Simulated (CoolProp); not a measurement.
C2F6 (R116) along the isobar 2.81 MPa: fugacity coefficient from the reference equation and from simpler models built on Tc = 293.0 K, pc = 3.048 MPa, ω = 0.257; each cubic takes its own stable root.

The numbers come from the reference Helmholtz-energy equation of state, Lemmon 2006 in CoolProp. It is a short technical equation, of lower accuracy than the large ones.

```tsv
T (K)	phase	reference	van der Waals	Redlich-Kwong	Soave-Redlich-Kwong	Peng-Robinson
263.3	liquid	0.4197	…	0.4694	0.4278	0.4129
273.8	liquid	0.5202	0.6256	0.5573	0.5284	0.5102
284.3	liquid	0.6256	…	0.6439	0.6311	0.6098
294.8	gas	0.7021	0.7277	…	0.7018	0.6792
305.3	gas	0.7398	0.7528	0.7327	0.7387	0.7158
315.8	gas	0.7704	…	0.7593	0.7694	0.7464
326.3	gas	0.7964	0.7928	0.7823	0.7957	0.7728
336.8	gas	0.8187	0.8094	0.8025	0.8187	0.7959
347.3	gas	0.8382	0.8241	…	0.8389	0.8163
357.8	gas	0.8554	0.8374	0.8360	0.8567	0.8345
368.3	gas	0.8705	0.8494	0.8501	0.8726	0.8507
378.8	gas	0.8840	…	0.8628	0.8868	…
389.3	gas	0.8960	0.8701	0.8742	0.8994	0.8784
399.8	gas	0.9068	0.8792	…	0.9108	0.8902
```

Problem. What belongs in the gaps?

Solution. 
- 263.3, van der Waals: 0.5593
- 284.3, van der Waals: 0.6894
- 294.8, Redlich-Kwong: 0.7007
- 315.8, van der Waals: 0.7742
- 347.3, Redlich-Kwong: 0.8202
- 378.8, van der Waals: 0.8602
- 378.8, Peng-Robinson: 0.8653
- 399.8, Redlich-Kwong: 0.8845
